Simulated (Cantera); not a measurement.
Input (Python, Cantera):

```python
import numpy as np
import cantera as ct

gas = ct.Solution("gri30.yaml")
gas.TP = 300, 250000
flame = ct.CounterflowDiffusionFlame(gas, width=0.02)
flame.fuel_inlet.X, flame.fuel_inlet.T = {'CH4': 1, 'H2': 0.052, 'N2': 0.63}, 525
flame.oxidizer_inlet.X, flame.oxidizer_inlet.T = {'O2': 0.17, 'N2': 0.83}, 500
flame.set_refine_criteria(ratio=3, slope=0.12, curve=0.24, prune=0.03)
show = ['OH', 'H', 'NO', 'CO', 'C2H2']

rows = []
print(f"{'mdot':>8s}{'a_max':>10s}{'a_mean':>10s}{'Tmax/K':>9s}" + "".join(f"{s:>11s}" for s in show) + "   (peak mole fractions)")
for i, mdot in enumerate([1.5, 2.4, 3.8, 5.9, 9.4, 15, 24, 37]):  # kg/m2/s on the oxidiser side
    flame.oxidizer_inlet.mdot, flame.fuel_inlet.mdot = mdot, 0.66 * mdot
    flame.solve(loglevel=0, auto=(i == 0))
    if flame.T.max() < max(525, 500) + 100:
        print(f"{mdot:8.3g}  no burning solution found from the previous one")
        break
    dT = np.abs(np.gradient(flame.T, flame.grid))
    rows.append([flame.strain_rate("max"), flame.strain_rate("mean"), flame.T.max(),
                 *(flame.X[gas.species_index(s)].max() for s in show), max(dT[0], dT[-1]) / dT.max()])
    print(f"{mdot:8.3g}{rows[-1][0]:10.1f}{rows[-1][1]:10.1f}{rows[-1][2]:9.1f}" + "".join(f"{x:11.3e}" for x in rows[-1][3:-1]))
```

Result:

```
    mdot     a_max    a_mean   Tmax/K         OH          H         NO         CO       C2H2   (peak mole fractions)
     1.5     315.9      86.5   1938.8  3.608e-03  1.505e-03  1.031e-04  2.597e-02  4.369e-03
     2.4     495.3     138.4   1913.1  3.537e-03  1.564e-03  7.660e-05  2.648e-02  3.484e-03
     3.8     771.1     219.1   1877.4  3.298e-03  1.556e-03  4.900e-05  2.723e-02  2.620e-03
     5.9    1169.1     340.2   1810.2  2.676e-03  1.335e-03  2.025e-05  2.801e-02  1.525e-03
     9.4  no burning solution found from the previous one
```

Detailed kinetics in Cantera: GRI-Mech 3.0 (53 species, 325 reactions). GRI-Mech 3.0 has no aromatics or soot, which form on the fuel side of real flames. The maximum strain rate includes the flame's own expansion and is several times the mean. A flux with no burning solution from the previous one only brackets extinction.
